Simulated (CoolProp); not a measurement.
Vapour pressure (bar) of methanol: the reference equation beside estimates from Tc = 513.4 K, pc = 82.16 bar, ω = 0.565. Clausius-Clapeyron is anchored at 329.2 K with a constant enthalpy of vaporisation of 35.79 kJ/mol.

Values from CoolProp's reference Helmholtz-energy equation of state, de Reuck 1993.

```csv
T (K),reference,Clausius-Clapeyron,van der Waals,Redlich-Kwong
329.2,0.7202,0.7202,10.37,3.272
348.8,1.548,1.502,14.12,5.556
368.4,3.040,2.895,18.67,8.828
388,5.535,5.225,24.08,13.29
407.6,9.461,8.908,30.41,19.14
427.2,15.34,14.46,37.70,26.56
446.8,23.77,22.50,45.99,35.74
466.4,35.41,33.73,55.32,46.83
```

Absolute difference from the reference over all 8 rows, mean and median: Clausius-Clapeyron 4.4 and 5.1 %, van der Waals 439.8 and 278.2 %, Redlich-Kwong 150.2 and 121.2 %.
